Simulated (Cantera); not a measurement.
Mixture: 4.76 % CH4, 15.4 % O2, 79.9 % N2, at 60000 Pa, adiabatic and at constant volume. Ignition delay is the time to a rise of 400 K.

Model: GRI-Mech 3.0 (53 species, 325 reactions), integrated in Cantera.

Question: Predict: delay at 1223 K; delay at 1423 K; delay at 1623 K; delay at 1823 K; delay at 2023 K; apparent activation energy between 1923 and 2123 K.

Answer: 
```
Property                                                Result
--------------------------------------------------  ----------
delay at 1223 K                                        50.8 ms
delay at 1423 K                                        4.02 ms
delay at 1623 K                                       0.656 ms
delay at 1823 K                                       0.178 ms
delay at 2023 K                                        65.0 µs
apparent activation energy between 1923 and 2123 K  150 kJ/mol
```
